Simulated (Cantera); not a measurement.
Mixture: CH4 : C2H6 : C3H8 : O2 : N2 = 0.35 : 0.036 : 0.68 : 7.37 : 27.3 (molar parts), equivalence ratio 0.57, at 7500 Torr, adiabatic and at constant pressure. Ignition delay is the time to a rise of 400 K.

Computed with Cantera and GRI-Mech 3.0 (53 species, 325 reactions). GRI-Mech 3.0 was tuned for natural gas; its chemistry of propane as a main component is partial and can be far from experiment.

Question: Predict: delay at 1000 K; delay at 1075 K; delay at 1150 K; delay at 1225 K; delay at 1300 K; delay at 1375 K; delay at 1450 K; apparent activation energy between 1300 and 1450 K.

Answer: 
```
Item                                                    Result
--------------------------------------------------  ----------
delay at 1000 K                                        40.2 ms
delay at 1075 K                                        11.0 ms
delay at 1150 K                                        3.11 ms
delay at 1225 K                                       0.892 ms
delay at 1300 K                                       0.273 ms
delay at 1375 K                                        93.5 µs
delay at 1450 K                                        36.8 µs
apparent activation energy between 1300 and 1450 K  210 kJ/mol
```
